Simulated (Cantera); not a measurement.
A closed system holds: 1 mol Al, a varied amount of Cl2, 0.85 mol N2, equilibrated at 777 °C and 0.100 bar.

Method: chemical equilibrium by Gibbs-energy minimisation in Cantera with the NASA 1993 tables (ideal gas, pure condensed phases). Candidate condensed phases: Al, AlCl3, AlN; 11 gas species. Kinetics and transport are ignored.

Task: Which condensed phases are stable at each of these points (n(Cl2) (mol)): 0.45, 0.56, 0.68, 0.84, 1, 1.3, 1.5, 1.9, 2.3, 2.8, 3.5?

Result: 
```json
[
 {"n(Cl2) (mol)": "0.45", "condensed phases": "AlN(s)", "Al condensed (%)": "70.0"},
 {"n(Cl2) (mol)": "0.56", "condensed phases": "AlN(s)", "Al condensed (%)": "62.7"},
 {"n(Cl2) (mol)": "0.68", "condensed phases": "AlN(s)", "Al condensed (%)": "54.7"},
 {"n(Cl2) (mol)": "0.84", "condensed phases": "AlN(s)", "Al condensed (%)": "44.0"},
 {"n(Cl2) (mol)": "1", "condensed phases": "AlN(s)", "Al condensed (%)": "33.3"},
 {"n(Cl2) (mol)": "1.3", "condensed phases": "AlN(s)", "Al condensed (%)": "13.3"},
 {"n(Cl2) (mol)": "1.5", "condensed phases": "gas only", "Al condensed (%)": "0.0"},
 {"n(Cl2) (mol)": "1.9", "condensed phases": "gas only", "Al condensed (%)": "0.0"},
 {"n(Cl2) (mol)": "2.3", "condensed phases": "gas only", "Al condensed (%)": "0.0"},
 {"n(Cl2) (mol)": "2.8", "condensed phases": "gas only", "Al condensed (%)": "0.0"},
 {"n(Cl2) (mol)": "3.5", "condensed phases": "gas only", "Al condensed (%)": "0.0"}
]
```

From 0.45 mol Cl2 to 1.3 mol Cl2 the condensed part is AlN(s). From 1.5 mol Cl2 to 3.5 mol Cl2 nothing is condensed.
